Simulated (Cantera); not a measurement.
Feed: 1 mol BN, 0.48 mol H2O, 5.1 mol N2, 7.8 mol F2, held at 1373 K and 0.00370 bar.

These are equilibrium values from Cantera (NASA tables, ideal gas, pure condensed phases), not measurements of a reactor. Candidate condensed phases: B, BN, B2O3, B3O3H3, H2O; 62 gas species. Kinetics and transport are ignored.

Base state: F 0.598, N2 0.288, BF3 0.0515, HF 0.0494, O2 0.0123, F2 0.000613, NO 9.09e-5 (mole fractions); condensed: gas only.

Problem. What changes in the equilibrium state with this change: F2 from 7.8 to 1.4 mol?

Solution. 
```tsv
species	before	after
N2	0.288	0.752
HF	0.0494	0.0986
BF3	0.0515	0.0717
F	0.598	<1e-9
BOF	<1e-9	0.0621
H2	<1e-9	0.0134
O2	0.0123	<1e-9
H2O	<1e-9	0.00159
F2	0.000613	<1e-9
HBO2	<1e-9	0.000321
```
